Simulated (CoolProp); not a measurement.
The fluid at 433.75 K and 0.0225 MPa is throttled through a valve to 0.00186 MPa with no heat exchange. The same conditions are run with several fluids, on thermodynamics alone (safety and materials aside).

The numbers come from the reference Helmholtz-energy equation of state of each fluid (n-octane: Beckmüller 2019; n-perfluoropentane: Gao 2022; R407C: Lemmon 2003; 1,2-dichloroethane: Thol 2015; R142b: Lemmon 2006) in CoolProp. Blends and air are pseudo-pure fits.

| fluid | temperature change (K) | final density (kg/m³) |
|---|---|---|
| n-octane | -0.4 | 0.0590 |
| n-perfluoropentane | -0.1 | 0.149 |
| R407C | -0.1 | [?] |
| 1,2-dichloroethane | -0.4 | 0.0511 |
| R142b | [?] | [?] |

Q: Complete the blanks.

A: 
- R407C, final density (kg/m³): 0.0445
- R142b, temperature change (K): -0.2
- R142b, final density (kg/m³): 0.0519
